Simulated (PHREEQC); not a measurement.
Solution (25 °C): 0.016 mol/kgw HF, 0.0019 mol/kgw NH4HF2 and 0.00017 mol/kgw H4SiO4. It is in equilibrium with CO2 at log p = -3.4 (atm). Otherwise closed; pH follows from the charge balance.

The numbers come from PHREEQC with the ion-association model, wateq4f.dat.

- pH: 2.61
- ionic strength: 0.00468 mol/kgw
- total alkalinity: -17.9 meq/kg

```json
[
 {"species": "HF", "molality": "0.0135", "activity": "0.0135", "log γ": "0.000"},
 {"species": "F-", "molality": "0.00396", "activity": "0.00368", "log γ": "-0.032"},
 {"species": "H+", "molality": "0.00261", "activity": "0.00244", "log γ": "-0.029"},
 {"species": "NH4+", "molality": "0.00190", "activity": "0.00177", "log γ": "-0.032"},
 {"species": "H2F2", "molality": "0.000473", "activity": "0.000473", "log γ": "0.000"},
 {"species": "HF2-", "molality": "0.000205", "activity": "0.000190", "log γ": "-0.032"},
 {"species": "SiF6-2", "molality": "0.000170", "activity": "0.000127", "log γ": "-0.125"},
 {"species": "CO2", "molality": "1.35e-5", "activity": "1.36e-5", "log γ": "0.000"},
 {"species": "HCO3-", "molality": "2.65e-9", "activity": "2.47e-9", "log γ": "-0.031"}
]
```

No solid was allowed to form. Complexes and solids missing from the database can't appear. SiF6-2 is the database's only silicon fluoride.
